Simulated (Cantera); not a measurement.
Input: 1 mol B2O3, 2.8 mol H2O, held at 0.140 bar.

Equilibrium computed with Cantera from the NASA thermochemical tables; the gas is ideal and each condensed phase is pure. Candidate condensed phases: B, B2O3, B3O3H3, H2O; 23 gas species. Equilibrium is a limit: real reactors are often held back by kinetics, nucleation or transport.

Question: At 1527 °C, list the 6 most abundant gas species with their mole fractions, and the condensed phases.

Answer: H2O 0.545, HBO2 0.426, B2O3 0.0245, H2 0.00254, O2 0.000950, OH 0.000682. Condensed: B2O3(l).
